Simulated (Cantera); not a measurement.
An isothermal, constant-pressure homogeneous reactor starts with NO : N₂ = 1 : 0.79 (molar parts), at 2025 K and 10.00 Torr. Integrator tolerance rtol = 1e-08.

Model: GRI-Mech 3.0 (53 species, 325 reactions), integrated in Cantera. Radical loss at walls, strong at low pressure, is not modelled.

Question: What does this change do: N2 0.79 to 5.6 parts?

Answer: 
```json
[
 {"quantity": "x(NO) at 8.00 s", "before": "0.247 (gas-phase equilibrium 0.00893)", "after": "0.113 (gas-phase equilibrium 0.00521)"},
 {"quantity": "x(N₂) at 8.00 s", "before": "0.596 (gas-phase equilibrium 0.715)", "after": "0.867 (gas-phase equilibrium 0.921)"},
 {"quantity": "x(O) at 8.00 s", "before": "0.00285 (gas-phase equilibrium 0.00368)", "after": "0.00104 (gas-phase equilibrium 0.00189)"},
 {"quantity": "x(NO₂) at 8.00 s", "before": "3.96e-5 (gas-phase equilibrium 1.94e-6)", "after": "6.37e-6 (gas-phase equilibrium 5.83e-7)"},
 {"quantity": "x(N₂O) at 8.00 s", "before": "1.40e-5 (gas-phase equilibrium 5.51e-8)", "after": "4.38e-6 (gas-phase equilibrium 3.65e-8)"},
 {"quantity": "x(O₂) at 8.00 s", "before": "0.154 (gas-phase equilibrium 0.273)", "after": "0.0187 (gas-phase equilibrium 0.0721)"}
]
```

Question: What does this change do: 0.11 parts H2O added?

Answer: 
| quantity | before | after |
|---|---|---|
| x(NO) at 8.00 s | 0.247 (gas-phase equilibrium 0.00893) | 0.175 (gas-phase equilibrium 0.00838) |
| x(N₂) at 8.00 s | 0.596 (gas-phase equilibrium 0.715) | 0.589 (gas-phase equilibrium 0.672) |
| x(O) at 8.00 s | 0.00285 (gas-phase equilibrium 0.00368) | 0.00294 (gas-phase equilibrium 0.00356) |
| x(NO₂) at 8.00 s | 3.96e-5 (gas-phase equilibrium 1.94e-6) | 3.01e-5 (gas-phase equilibrium 1.76e-6) |
| x(N₂O) at 8.00 s | 1.40e-5 (gas-phase equilibrium 5.51e-8) | 3.11e-6 (gas-phase equilibrium 5.02e-8) |
| x(O₂) at 8.00 s | 0.154 (gas-phase equilibrium 0.273) | 0.172 (gas-phase equilibrium 0.255) |
